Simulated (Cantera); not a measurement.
A freely propagating, adiabatic, planar premixed flame of 10.1 % CH₄, 4.96 % CO, 17.0 % O₂, 64.1 % N₂, 3.85 % H₂O, unburnt at 473 K and 0.540 bar; mixture-averaged transport, grid criteria slope 0.08 and curve 0.16, no radiation.

Computed with Cantera and GRI-Mech 3.0 (53 species, 325 reactions). Burning velocities carry a grid error of a few per cent, more on coarse grids.

Question: Predict: laminar burning velocity; thermal thickness; peak x(HCO); peak x(H).

Answer: 
| Property | Result |
|---|---|
| laminar burning velocity | 77.7 cm/s |
| thermal thickness | 0.690 mm |
| peak x(HCO) | 4.89e-5 |
| peak x(H) | 0.0116 |
